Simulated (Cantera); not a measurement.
**Adiabatic ignition**

An adiabatic, constant-pressure homogeneous reactor starts with 17.1 % CO, 4.11 % H2, 12.2 % O2, 45.9 % N2, 20.6 % H2O, equivalence ratio 0.87, at 1175 K and 0.820 bar.

Computed with Cantera and GRI-Mech 3.0 (53 species, 325 reactions).

```tsv
t (s)	T (K)	x CO	x H2	x O2	x N2O	x NO	x H2O	x H
6.00e-6	1175	0.171	0.0411	0.122	<1e-12	<1e-12	0.206	2.85e-9
1.91e-5	1175	0.171	0.0411	0.122	<1e-12	<1e-12	0.206	2.16e-8
6.06e-5	1175	0.171	0.0411	0.122	1.58e-12	<1e-12	0.206	1.00e-6
0.000192	1616	0.109	0.0139	0.0743	9.84e-8	1.38e-6	0.228	0.0153
0.000612	2316	0.0322	0.00909	0.0339	1.62e-7	4.79e-5	0.251	0.00291
0.00194	2408	0.0241	0.00639	0.0293	2.02e-7	0.000215	0.258	0.00149
0.00617	2409	0.0239	0.00635	0.0290	2.02e-7	0.000732	0.258	0.00147
0.0196	2407	0.0239	0.00635	0.0283	2.04e-7	0.00217	0.258	0.00146
0.0623	2403	0.0239	0.00637	0.0272	2.14e-7	0.00461	0.258	0.00144
0.198	2402	0.0239	0.00637	0.0268	2.20e-7	0.00549	0.258	0.00143
0.629	2402	0.0239	0.00637	0.0268	2.20e-7	0.00550	0.258	0.00143
2.00	2402	0.0239	0.00637	0.0268	2.20e-7	0.00550	0.258	0.00143
```
x: mole fraction; the columns are a selection and need not sum to one.

* **time of steepest temperature rise**: 0.174 ms
* **temperature at 2.00 s**: 2402 K
* **equilibrium temperature**: 2402 K
* **x(CO) at 2.00 s**: 0.0239 (gas-phase equilibrium 0.0239)
* **x(H2) at 2.00 s**: 0.00637 (gas-phase equilibrium 0.00637)
* **x(O2) at 2.00 s**: 0.0268 (gas-phase equilibrium 0.0268)
